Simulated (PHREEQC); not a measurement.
Consider water at 10 °C with 4.4 mmol/kgw HBr, 0.23 mmol/kgw NiCl2 and 15 mmol/kgw MnSO4. Closed to the air; pH follows from the charge balance.

The numbers come from PHREEQC with the ion-association model, wateq4f.dat.

No solid was allowed to form.

What pH does the model give?

pH 2.56.

In which forms is Mn present?

Mn+2 76 %, MnSO4 24 % of the Mn.

Species that the database lacks are ignored. At this temperature some constants are extrapolated from 25 °C, and those without enthalpy data are left unchanged.
